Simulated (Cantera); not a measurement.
A perfectly stirred reactor is fed with 9.09 % C2H6, 90.9 % N2, at 1.00 bar; it is held at 1200 K, and followed from long to short residence time.

Cantera simulation using GRI-Mech 3.0 (53 species, 325 reactions); the numbers are that mechanism's predictions, not measurements. GRI-Mech 3.0 stops at C3 and has no aromatics, soot or wall deposition, so with more carbon than oxygen in the feed, carbon stays in small species such as C2H2 where larger ones or solid carbon would form.

x: mole fraction; the columns are a selection and need not sum to one.

```csv
τ (s),x C2H6,x C2H,x HCN,x CH3,x CH4,x C2H2,x CH2
5.5,0.00125,3.66e-11,9.42e-12,3.29e-6,0.0252,0.0304,1.09e-11
1.3,0.00261,5.08e-11,6.71e-12,4.09e-6,0.0189,0.0269,2.12e-11
0.33,?,5.82e-11,5.35e-12,?,?,?,4.30e-11
0.080,0.0161,4.60e-11,4.60e-12,8.42e-6,0.0104,0.0105,9.41e-11
0.019,0.0420,2.04e-11,3.89e-12,1.38e-5,0.00538,0.00293,1.88e-10
0.0048,0.0722,6.36e-12,3.30e-12,1.84e-5,0.00165,0.000412,2.59e-10
0.0012,0.0862,1.46e-12,2.48e-12,1.82e-5,?,?,2.34e-10
0.00028,0.0902,<1e-12,<1e-12,1.21e-5,5.45e-5,6.50e-7,9.77e-11
```

**Question.** Complete the blanks.

**Answer.** 
- 0.33, x C2H6: 0.00603
- 0.33, x CH3: 5.50e-6
- 0.33, x CH4: 0.0146
- 0.33, x C2H2: 0.0202
- 0.0012, x CH4: 0.000368
- 0.0012, x C2H2: 2.88e-5
